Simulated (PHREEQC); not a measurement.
PHREEQC input (ion-association model, phreeqc.dat):

```
SOLUTION 0
  temp 25
  units mmol/kgw
  pH 7 charge
  Cl 6.21
  K 6.2
  O(0) 1 O2(g) -0.68
SOLUTION 1-30
  temp 25
  units mmol/kgw
  pH 7 charge
  Cl 3.21
  Cd 1.6
  O(0) 1 O2(g) -0.68
END
EXCHANGE 1-30
  X 0.0027
  -equilibrate 1
END
SELECTED_OUTPUT 1
  -reset false
  -pH true
  -pe true
  -ionic_strength true
  -water true
  -step true
  -totals Cd Cl K
  -molalities KX CdX2
  -saturation_indices Sylvite Cd(OH)2
PRINT
  -reset false
TRANSPORT
  -cells 30
  -shifts 90
  -lengths 0.0166667
  -time_step 3600
  -dispersivities 0.018
  -boundary_conditions flux flux
  -correct_disp true
  -punch_cells 30
  -punch_frequency 3
END
```

Selected output (columns that matter, 25 of 31 rows; pore volumes added in front):

```
pore volumes	pH	mu	Cd	Cl	K	m_KX	m_CdX2	si_Sylvite	si_Cd(OH)2
0	5.0269	0.004245	0.0016	0.00321	0	0	0.00135	-1000	-6.5982
0.1167	5.0269	0.004245	0.0016	0.00321	0	0	0.00135	-1000	-6.5982
0.2167	5.0269	0.004245	0.0016	0.00321	1.0615e-17	1.5746e-18	0.00135	-20.469	-6.5982
0.4167	5.0269	0.0042466	0.0016005	0.0032115	4.4503e-07	6.6005e-08	0.00135	-9.8468	-6.5981
0.5167	5.027	0.004271	0.0016066	0.0032349	1.1728e-05	1.7366e-06	0.0013491	-8.423	-6.5972
0.6167	5.0272	0.0043787	0.0016248	0.0033455	8.5881e-05	1.2654e-05	0.0013437	-7.5446	-6.5955
0.8167	5.0287	0.0049579	0.0016277	0.0040111	0.00074574	0.00010959	0.0012952	-6.5291	-6.6135
0.9167	5.0296	0.005334	0.0015608	0.0044847	0.0013531	0.00020177	0.0012491	-6.2216	-6.6446
1.0167	5.0304	0.0056776	0.001444	0.0049437	0.0020458	0.00031358	0.0011932	-5.9982	-6.6906
1.1167	5.0311	0.0059514	0.0012955	0.0053323	0.0027313	0.00043493	0.0011325	-5.8374	-6.748
1.2167	5.0316	0.0061464	0.0011366	0.0056301	0.0033469	0.00055771	0.0010711	-5.7227	-6.8127
1.4167	5.0322	0.0063429	0.0008463	0.0059838	0.0042812	0.00078882	0.00095559	-5.5838	-6.9505
1.5167	5.0324	0.0063773	0.00072783	0.0060748	0.0046091	0.00089307	0.00090346	-5.5428	-7.0186
1.6167	5.0325	0.0063884	0.00062826	0.006131	0.0048644	0.00098918	0.00085541	-5.5133	-7.0842
1.8167	5.0325	0.0063767	0.00047743	0.0061844	0.0052196	0.0011586	0.00077071	-5.4756	-7.2053
1.9167	5.0326	0.0063644	0.00042099	0.0061958	0.0053438	0.0012331	0.00073343	-5.4633	-7.2604
2.0167	5.0326	0.0063514	0.00037407	0.0062022	0.005444	0.0013019	0.00069907	-5.4537	-7.3121
2.1167	5.0326	0.0063389	0.00033478	0.0062057	0.0055262	0.0013654	0.00066732	-5.4461	-7.3605
2.2167	5.0326	0.0063273	0.00030161	0.0062077	0.0055945	0.0014243	0.00063787	-5.4398	-7.406
2.4167	5.0326	0.0063078	0.00024908	0.0062093	0.0057012	0.0015302	0.0005849	-5.4303	-7.4894
2.5167	5.0326	0.0062997	0.00022805	0.0062097	0.0057436	0.0015781	0.00056096	-5.4265	-7.5278
2.6167	5.0326	0.0062925	0.00020969	0.0062098	0.0057804	0.001623	0.00053849	-5.4233	-7.5643
2.8167	5.0326	0.0062805	0.00017925	0.00621	0.0058414	0.0017053	0.00049734	-5.418	-7.6325
2.9167	5.0326	0.0062754	0.00016652	0.00621	0.0058669	0.0017431	0.00047844	-5.4158	-7.6646
3.0167	5.0326	0.0062709	0.00015512	0.00621	0.0058898	0.001779	0.00046051	-5.4139	-7.6954
```
